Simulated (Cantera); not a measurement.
A Cantera script and what it prints.

```python
import numpy as np
import cantera as ct

gas_names = """
    CL CL2 H HCL H2 Si SiCL SiCL2 SiCL3 SiCL4 SiH SiHCL3 SiH2 SiH2CL2 SiH3 SiH3CL SiH4 Si2 Si3
""".split()
cond_names = """
    Si(cr) Si(L)
""".split()


# ... load() reads the species with a 1 bar reference pressure and builds the phases ...
atoms = {
    'Si': {'Si': 1},
    'HCl': {'H': 1, 'CL': 1},
    'H2': {'H': 2},
}
top_T = {}  # K; cautious upper limits of use, not melting points


# ... equilibrate(T, P, feed) seeds the gas with the atoms and calls Mixture.equilibrate('TP', solver="vcs", rtol=1e-11, max_steps=5000) ...
results = []
feed = {'Si': 1, 'HCl': 1.1, 'H2': 11}  # mol
P = 890000  # Pa
for T in [948, 973, 998, 1023, 1048, 1073, 1098, 1123, 1148, 1173, 1198, 1223, 1248, 1273]:
    mix = equilibrate(T, P, feed)
    results.append((T, P, feed, dict(zip(mix.species_names, mix.species_moles))))

top = {s: max(r[3][s] / sum(r[3][g] for g in gas_names) for r in results) for s in gas_names}
cols = sorted((s for s in top if top[s] > 1e-06), key=lambda s: -top[s])[:7]
seen = [c for c in cond_names if any(r[3].get(c, 0) > 1e-12 for r in results)]
print("log10 of partial pressures in bar; condensed amounts in mol")
print(f"{'T/K':>10s}" + "".join(f"{s[:9]:>10s}" for s in cols + seen))
for T, P, feed, n in results:
    ng = sum(n[g] for g in gas_names)
    print(f"{T:10.4g}" + "".join(f"{np.log10(max(n[s] / ng * P / 1e5, 1e-99)):10.3f}" for s in cols)
          + "".join(f"{n.get(c, 0):10.4g}" for c in seen))
```

It prints:

```
log10 of partial pressures in bar; condensed amounts in mol
       T/K        H2       HCL    SiHCL3     SiCL4   SiH2CL2     SiCL2     SiCL3    Si(cr)
       948     0.936    -1.677    -0.836    -1.102    -1.564    -4.108    -3.370    0.6642
       973     0.936    -1.578    -0.841    -1.104    -1.559    -3.885    -3.224    0.6662
       998     0.935    -1.484    -0.847    -1.107    -1.555    -3.674    -3.086    0.6686
      1023     0.935    -1.395    -0.854    -1.111    -1.552    -3.475    -2.955    0.6714
      1048     0.935    -1.311    -0.861    -1.116    -1.550    -3.286    -2.832    0.6746
      1073     0.934    -1.231    -0.869    -1.123    -1.549    -3.106    -2.717    0.6783
      1098     0.934    -1.155    -0.879    -1.131    -1.549    -2.937    -2.608    0.6825
      1123     0.934    -1.083    -0.889    -1.140    -1.550    -2.775    -2.505    0.6871
      1148     0.933    -1.015    -0.901    -1.152    -1.552    -2.623    -2.409    0.6921
      1173     0.932    -0.951    -0.914    -1.165    -1.556    -2.478    -2.319    0.6977
      1198     0.932    -0.891    -0.929    -1.181    -1.561    -2.341    -2.235    0.7036
      1223     0.931    -0.833    -0.946    -1.200    -1.567    -2.212    -2.157    0.7099
      1248     0.930    -0.779    -0.965    -1.222    -1.575    -2.089    -2.085    0.7165
      1273     0.930    -0.729    -0.987    -1.247    -1.585    -1.974    -2.019    0.7234
```

Method: chemical equilibrium by Gibbs-energy minimisation in Cantera with the NASA 1993 tables (ideal gas, pure condensed phases). The tables' values for SiCl3 are old estimates; treat these amounts as uncertain.
